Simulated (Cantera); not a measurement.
## Premixed flame

A freely propagating, adiabatic, planar premixed flame of H2 : O2 : N2 = 1 : 0.781 : 3.75 (molar parts), equivalence ratio 0.64, unburnt at 500 K and 5.00 bar; multicomponent+Soret transport, grid criteria slope 0.08 and curve 0.16, no radiation.

Detailed kinetics in Cantera: the H2/O2 subset of GRI-Mech 3.0, which has no nitrogen chemistry. The hydrogen kinetics of GRI-Mech 3.0 are dated; newer H2 mechanisms differ, most at raised pressure. Burning velocities carry a grid error of a few per cent, more on coarse grids. Lean hydrogen flames are cellular in practice and burn faster than this planar one.

```
z (mm)   T (K)  u (m/s)      x H2    x O2     x HO2      x OH       x H       x O
-------  -----  -------  --------  ------  --------  --------  --------  --------
-0.272     501    0.770     0.175   0.142   1.96e-7     <1e-8     <1e-8     <1e-8
-0.181     504    0.765     0.163   0.144   1.46e-6     <1e-8     <1e-8     <1e-8
-0.136     512    0.765     0.149   0.146   5.93e-6     <1e-8     <1e-8     <1e-8
-0.0905    551    0.802     0.121   0.149   4.02e-5     <1e-8     <1e-8   3.67e-8
-0.0453    790     1.12    0.0762   0.140  0.000417   1.65e-5   1.17e-5   9.05e-6
-0.0226   1084     1.52    0.0504   0.120  0.000462  0.000317  0.000355  0.000198
0         1381     1.94    0.0263  0.0934  0.000261   0.00145   0.00146   0.00107
0.0226    1568     2.20    0.0116  0.0751  0.000147   0.00303   0.00183   0.00177
0.0453    1667     2.34   0.00540  0.0670   9.09e-5   0.00379   0.00132   0.00169
0.0905    1748     2.45   0.00188  0.0629   4.16e-5   0.00339  0.000457  0.000941
0.181     1786     2.50  0.000516  0.0621   1.29e-5   0.00204   7.24e-5  0.000286
0.362     1798     2.52  0.000114  0.0622   3.31e-6   0.00105   8.32e-6   7.02e-5
0.724     1801     2.52   3.48e-5  0.0622   1.35e-6  0.000625   1.64e-6   2.45e-5
```
x: mole fraction of selected species; z is measured from the peak of heat release.

```json
{
  "laminar_burning_velocity": "77.4 cm/s",
  "thermal_thickness": "0.0905 mm",
  "peak x(HO2)": "0.000519",
  "peak x(OH)": "0.00384",
  "peak x(H)": "0.00186",
  "peak x(O)": "0.00182"
}
```
